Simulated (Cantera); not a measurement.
Input: 1 mol CCl4, 1.3 mol HCl, 0.94 mol H2, held at 10.0 Torr.

Equilibrium computed with Cantera from the NASA thermochemical tables; the gas is ideal and each condensed phase is pure. Candidate condensed phases: C, C6H6, C7H8, C8H18; 91 gas species. The numbers say what is thermodynamically allowed, not how fast it happens.

x: gas mole fraction; n: condensed amount in mol.

```json
[
 {"T (°C)": "1125", "x HCl": "0.711", "x Cl": "0.104", "x Cl2": "0.185", "x H": "9.44e-9", "x H2": "5.30e-8", "x C2H2 (acetylene)": "<1e-12", "x C2HCl": "___", "n C(graphite)": "1.000"},
 {"T (°C)": "1225", "x HCl": "0.681", "x Cl": "0.184", "x Cl2": "0.135", "x H": "6.63e-8", "x H2": "1.98e-7", "x C2H2 (acetylene)": "1.75e-12", "x C2HCl": "___", "n C(graphite)": "1.000"},
 {"T (°C)": "1325", "x HCl": "0.649", "x Cl": "0.269", "x Cl2": "0.0818", "x H": "4.06e-7", "x H2": "7.74e-7", "x C2H2 (acetylene)": "2.09e-11", "x C2HCl": "___", "n C(graphite)": "1.000"},
 {"T (°C)": "1425", "x HCl": "0.625", "x Cl": "0.334", "x Cl2": "0.0412", "x H": "2.28e-6", "x H2": "3.32e-6", "x C2H2 (acetylene)": "2.39e-10", "x C2HCl": "___", "n C(graphite)": "1.000"},
 {"T (°C)": "1525", "x HCl": "0.611", "x Cl": "0.370", "x Cl2": "0.0187", "x H": "1.18e-5", "x H2": "1.49e-5", "x C2H2 (acetylene)": "2.56e-9", "x C2HCl": "___", "n C(graphite)": "1.000"},
 {"T (°C)": "1625", "x HCl": "0.605", "x Cl": "0.387", "x Cl2": "0.00833", "x H": "5.41e-5", "x H2": "6.38e-5", "x C2H2 (acetylene)": "2.40e-8", "x C2HCl": "___", "n C(graphite)": "1.000"},
 {"T (°C)": "1725", "x HCl": "0.601", "x Cl": "0.394", "x Cl2": "0.00387", "x H": "0.000219", "x H2": "0.000249", "x C2H2 (acetylene)": "1.89e-7", "x C2HCl": "___", "n C(graphite)": "1.000"},
 {"T (°C)": "1825", "x HCl": "0.598", "x Cl": "0.399", "x Cl2": "0.00191", "x H": "0.000783", "x H2": "0.000864", "x C2H2 (acetylene)": "1.23e-6", "x C2HCl": "___", "n C(graphite)": "1.000"},
 {"T (°C)": "1925", "x HCl": "0.590", "x Cl": "0.404", "x Cl2": "0.00101", "x H": "0.00247", "x H2": "0.00262", "x C2H2 (acetylene)": "6.65e-6", "x C2HCl": "___", "n C(graphite)": "1.000"},
 {"T (°C)": "2025", "x HCl": "0.572", "x Cl": "0.414", "x Cl2": "0.000576", "x H": "0.00684", "x H2": "0.00680", "x C2H2 (acetylene)": "2.91e-5", "x C2HCl": "___", "n C(graphite)": "0.999"}
]
```

Problem. Some entries are withheld; supply them.

Solution. 
- 1125, x C2HCl: 8.14e-10
- 1225, x C2HCl: 4.55e-9
- 1325, x C2HCl: 2.02e-8
- 1425, x C2HCl: 7.57e-8
- 1525, x C2HCl: 2.47e-7
- 1625, x C2HCl: 7.19e-7
- 1725, x C2HCl: 1.88e-6
- 1825, x C2HCl: 4.49e-6
- 1925, x C2HCl: 9.81e-6
- 2025, x C2HCl: 1.96e-5
